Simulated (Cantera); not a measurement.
## Stirred combustor or abatement burner

A perfectly stirred reactor is fed with CO : H2 : O2 : N2 = 1 : 0.14 : 1.16 : 4.89 (molar parts), at 0.207 atm; it is adiabatic with a 525 K inlet, and is followed from long to short residence time, starting on the burning branch (τ in s: 0.13, 0.041, 0.013, 0.0039, 0.0012, 0.00037, 0.00012, 3.5e-05, 1.1e-05).

Model: GRI-Mech 3.0 (53 species, 325 reactions), integrated in Cantera.

```tsv
τ (s)	T (K)	x CO	x H2	x O2	x CO2	x O	x NO
0.13	1720	0.00925	0.000337	0.0911	0.141	0.00349	6.02e-5
0.041	1646	0.0153	0.000576	0.0925	0.134	0.00629	3.75e-5
0.013	1538	0.0232	0.000876	0.0945	0.125	0.0102	3.10e-5
0.0039	1371	0.0377	0.00116	0.100	0.109	0.0136	1.92e-5
0.0012	525	0.139	0.0195	0.161	<1e-12	<1e-12	<1e-12
0.00037	525	0.139	0.0195	0.161	<1e-12	<1e-12	<1e-12
0.00012	525	0.139	0.0195	0.161	<1e-12	<1e-12	<1e-12
3.5e-5	525	0.139	0.0195	0.161	<1e-12	<1e-12	<1e-12
1.1e-5	525	0.139	0.0195	0.161	<1e-12	<1e-12	<1e-12
```
x: mole fraction; the columns are a selection and need not sum to one.
